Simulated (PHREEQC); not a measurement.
Synthetic water in mg/L, 25 °C, pH 5.84, pe 1.3:

| constituent | mg/L |
|---|---|
| Na | 0.0463 |
| K | 0.319 |
| Ca | 0.162 |
| Mg | 0.381 |
| Cl | 0.867 |
| S(6) as SO4 | 0.25 |
| Alkalinity as HCO3 | 1.26 |
| Zn | 0.076 |
| F | 0.000304 |
| Ba | 0.00749 |
| Li | 0.00255 |

Valence states are taken as typed.

Equilibrium calculation in PHREEQC: ion-association model, wateq4f.dat.

| Item | Result |
|---|---|
| ionic strength | 7.63e-5 mol/kgw |
| charge-balance error | 2.0 % |

| species | molality | activity | log γ |
|---|---|---|---|
| CO2 | 7.11e-5 | 7.11e-5 | 0.000 |
| Cl- | 2.45e-5 | 2.42e-5 | -0.004 |
| HCO3- | 2.21e-5 | 2.19e-5 | -0.004 |
| Mg+2 | 1.57e-5 | 1.50e-5 | -0.018 |
| K+ | 8.16e-6 | 8.08e-6 | -0.004 |
| Ca+2 | 4.04e-6 | 3.88e-6 | -0.018 |
| SO4-2 | 2.59e-6 | 2.49e-6 | -0.018 |
| Na+ | 2.01e-6 | 1.99e-6 | -0.004 |
| H+ | 1.46e-6 | 1.44e-6 | -0.004 |
| Zn+2 | 1.16e-6 | 1.11e-6 | -0.018 |
| Li+ | 3.67e-7 | 3.64e-7 | -0.004 |
| Ba+2 | 5.45e-8 | 5.23e-8 | -0.018 |
| F- | 1.60e-8 | 1.58e-8 | -0.004 |

This is a speciation only: nothing precipitates in the calculation.
